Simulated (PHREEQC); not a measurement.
PHREEQC input (ion-association model, wateq4f.dat):

```
SOLUTION_MASTER_SPECIES
  An  An-  0  An  62.0  # stands for a non-complexing anion
SOLUTION_SPECIES
  An- = An-
    -log_k 0
    -gamma 3.0 0
PHASES
  Fix_H+
    H+ = H+
    -log_k 0
SOLUTION 1
  temp 25
  units mmol/kgw
  pH 7 charge
  F 0.33
  Na 10.33
  Cl 0.02
  Mn(2) 0.01
  An 10
END
SELECTED_OUTPUT 1
  -reset false
  -pH true
  -pe true
  -ionic_strength true
  -water true
  -totals Cl F Mn Na Mn(2) Mn(3) Mn(6) Mn(7)
  -molalities Hfo_wOH Hfo_wOH2+ Hfo_wO- Hfo_sOH Hfo_sOH2+ Hfo_sO- Hfo_sOMn+ Hfo_wOMn+ Hfo_wF Hfo_wOHF-
  -saturation_indices Pyrochroite Halite
USER_PUNCH 1
  -headings sigma psi
  10 PUNCH EDL("sigma", "Hfo"), EDL("psi", "Hfo")
PRINT
  -reset false
USE solution 1
SURFACE 1
  Hfo_wOH 0.00696629 600 3.1
  Hfo_sOH 0.000174157
EQUILIBRIUM_PHASES 1
  Fix_H+ -3 HAn 10
    -force_equality true
END
# ... the last block is repeated for the other 12 points of pH, with NaOH or the acid as the point needs
```

Selected output (columns that matter, 13 of 13 rows; pH added in front):

```
pH	mu	F	Mn	Na	m_Hfo_wOH	m_Hfo_wOH2+	m_Hfo_wO-	m_Hfo_sOH	m_Hfo_sOH2+	m_Hfo_sO-	si_Pyrochroite	si_Halite	sigma	psi
3	0.014532	2.3778e-06	9.9999e-06	0.01033	0.00062333	0.0060138	1.4801e-06	1.6352e-05	0.00015776	3.8828e-08	-14.399	-8.3727	0.31774	0.19554
3.5	0.013347	1.6986e-06	9.9998e-06	0.01033	0.0013879	0.0052416	8.4187e-06	3.6413e-05	0.00013752	2.2088e-07	-13.392	-8.3689	0.27366	0.19006
4	0.012556	1.8999e-06	9.9984e-06	0.01033	0.0023643	0.0042437	3.0175e-05	6.2027e-05	0.00011134	7.9165e-07	-12.388	-8.3662	0.21644	0.17959
4.5	0.011933	2.8676e-06	9.9882e-06	0.01033	0.0032957	0.0032673	7.6157e-05	8.6447e-05	8.5701e-05	1.9976e-06	-11.384	-8.364	0.15955	0.16527
5	0.011445	5.2101e-06	9.9109e-06	0.01033	0.0040214	0.0024701	0.00014999	0.0001054	6.4739e-05	3.9311e-06	-10.384	-8.3623	0.11146	0.14799
5.5	0.011079	1.0707e-05	9.3555e-06	0.01033	0.0045112	0.001889	0.0002468	0.00011777	4.9316e-05	6.4432e-06	-9.4071	-8.3609	0.074414	0.12825
6	0.010809	2.3796e-05	6.5039e-06	0.01033	0.0048111	0.001494	0.00035493	0.00012336	3.8306e-05	9.1006e-06	-8.5633	-8.3599	0.047556	0.10636
6.5	0.010615	5.3759e-05	1.8806e-06	0.01033	0.0049935	0.0012331	0.00046325	0.00012412	3.065e-05	1.1515e-05	-8.1009	-8.3592	0.028991	0.082666
7	0.01049	0.00011185	2.6709e-07	0.01033	0.005122	0.0010574	0.00056838	0.00012504	2.5814e-05	1.3876e-05	-7.9478	-8.3587	0.016509	0.057689
7.5	0.010405	0.00019216	3.1438e-08	0.01033	0.0052252	0.00093141	0.00067153	0.00012589	2.244e-05	1.6179e-05	-7.8768	-8.3584	0.0079116	0.031883
8	0.010341	0.00026279	3.5386e-09	0.01033	0.0052944	0.00083875	0.0007656	0.00012623	1.9998e-05	1.8254e-05	-7.8257	-8.3582	0.0012409	0.005335
8.5	0.010375	0.00030306	3.9209e-10	0.010427	0.0053249	0.00076517	0.00084892	0.00012622	1.8138e-05	2.0123e-05	-7.7832	-8.3543	-0.0052075	-0.021737
9	0.010476	0.00032012	4.4152e-11	0.010605	0.005325	0.00069114	0.00093989	0.00012591	1.6343e-05	2.2224e-05	-7.738	-8.3473	-0.013164	-0.0487
```

The oxide is taken as insoluble; below pH 4 it would dissolve.
